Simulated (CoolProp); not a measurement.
Vapour-liquid equilibrium of R22 (1) + R115 (2) at 249.2 K; x and y are mole fractions of (1).

The numbers come from the multi-fluid Helmholtz-energy mixture model, Kamei 1995 and Lemmon 2016; pair parameters Bell 2016 in CoolProp.

```json
[
 {"x": "0.05", "bubble pressure (MPa)": "0.2080", "y at the bubble point": "0.118", "dew pressure at overall composition x (MPa)": "0.1981", "liquid density (mol/L)": "9.829"},
 {"x": "0.125", "bubble pressure (MPa)": "0.2245", "y at the bubble point": "0.230", "dew pressure at overall composition x (MPa)": "0.2090", "liquid density (mol/L)": "10.10"},
 {"x": "0.2", "bubble pressure (MPa)": "0.2344", "y at the bubble point": "0.303", "dew pressure at overall composition x (MPa)": "0.2202", "liquid density (mol/L)": "10.41"},
 {"x": "0.275", "bubble pressure (MPa)": "0.2405", "y at the bubble point": "0.358", "dew pressure at overall composition x (MPa)": "0.2308", "liquid density (mol/L)": "10.74"},
 {"x": "0.35", "bubble pressure (MPa)": "0.2442", "y at the bubble point": "0.405", "dew pressure at overall composition x (MPa)": "0.2397", "liquid density (mol/L)": "11.10"},
 {"x": "0.425", "bubble pressure (MPa)": "0.2461", "y at the bubble point": "0.449", "dew pressure at overall composition x (MPa)": "0.2452", "liquid density (mol/L)": "11.49"},
 {"x": "0.5", "bubble pressure (MPa)": "0.2465", "y at the bubble point": "0.494", "dew pressure at overall composition x (MPa)": "0.2464", "liquid density (mol/L)": "11.91"},
 {"x": "0.575", "bubble pressure (MPa)": "0.2455", "y at the bubble point": "0.543", "dew pressure at overall composition x (MPa)": "0.2441", "liquid density (mol/L)": "12.37"},
 {"x": "0.65", "bubble pressure (MPa)": "0.2429", "y at the bubble point": "0.598", "dew pressure at overall composition x (MPa)": "0.2396", "liquid density (mol/L)": "12.86"},
 {"x": "0.725", "bubble pressure (MPa)": "0.2387", "y at the bubble point": "0.661", "dew pressure at overall composition x (MPa)": "0.2337", "liquid density (mol/L)": "13.39"},
 {"x": "0.8", "bubble pressure (MPa)": "0.2329", "y at the bubble point": "0.735", "dew pressure at overall composition x (MPa)": "0.2274", "liquid density (mol/L)": "13.96"},
 {"x": "0.875", "bubble pressure (MPa)": "0.2254", "y at the bubble point": "0.822", "dew pressure at overall composition x (MPa)": "0.2208", "liquid density (mol/L)": "14.58"},
 {"x": "0.95", "bubble pressure (MPa)": "0.2166", "y at the bubble point": "0.924", "dew pressure at overall composition x (MPa)": "0.2143", "liquid density (mol/L)": "15.24"}
]
```

y crosses x between x = 0.425 and 0.5: the model has an azeotrope there.

Pair parameters are fitted to limited data, so mixtures are less certain than the pure fluids.
